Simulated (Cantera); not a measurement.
A Cantera script and its output.

```python
import numpy as np
import cantera as ct

gas = ct.Solution("gri30.yaml")
gas.TPX = 2175, 500000, {'CH4': 1, 'H2O': 1.2}
inlet = ct.Reservoir(gas, clone=True)

reactor = ct.IdealGasConstPressureReactor(gas, energy="off", clone=False)
exhaust = ct.Reservoir(gas, clone=True)
tau = [2.2, 0.81, 0.31, 0.11, 0.043, 0.016, 0.0061][0]
for a, b in ((inlet, reactor), (reactor, exhaust)):
    ct.MassFlowController(a, b, mdot=lambda t: reactor.mass / tau)
net = ct.ReactorNet([reactor])
show = ['CH4', 'H2O', 'CO2', 'CO', 'O']

rows = []
print(f"{'tau/s':>10s}{'T/K':>9s}" + "".join(f"{s:>11s}" for s in show))
for tau in [2.2, 0.81, 0.31, 0.11, 0.043, 0.016, 0.0061]:
    net.initial_time = 0.0
    net.advance(30 * tau)
    before = gas.X
    net.advance(40 * tau)
    drift = np.max(np.abs(gas.X - before) / (gas.X + 1e-9))
    rows.append([gas.T, *gas[show].X, drift])
    print(f"{tau:10.3e}{gas.T:9.1f}" + "".join(f"{x:11.3e}" for x in gas[show].X))
```

It prints:

```
     tau/s      T/K        CH4        H2O        CO2         CO          O
 2.200e+00   2175.0  5.478e-04  4.553e-02  2.878e-03  2.345e-01  2.881e-08
 8.100e-01   2175.0  1.169e-03  4.691e-02  2.959e-03  2.336e-01  2.962e-08
 3.100e-01   2175.0  2.204e-03  5.019e-02  3.146e-03  2.311e-01  3.148e-08
 1.100e-01   2175.0  4.018e-03  5.806e-02  3.578e-03  2.252e-01  3.576e-08
 4.300e-02   2175.0  6.556e-03  7.159e-02  4.275e-03  2.149e-01  4.265e-08
 1.600e-02   2175.0  1.055e-02  9.518e-02  5.351e-03  1.970e-01  5.364e-08
 6.100e-03   2175.0  1.631e-02  1.298e-01  6.593e-03  1.713e-01  6.798e-08
```

Cantera simulation using GRI-Mech 3.0 (53 species, 325 reactions); the numbers are that mechanism's predictions, not measurements.
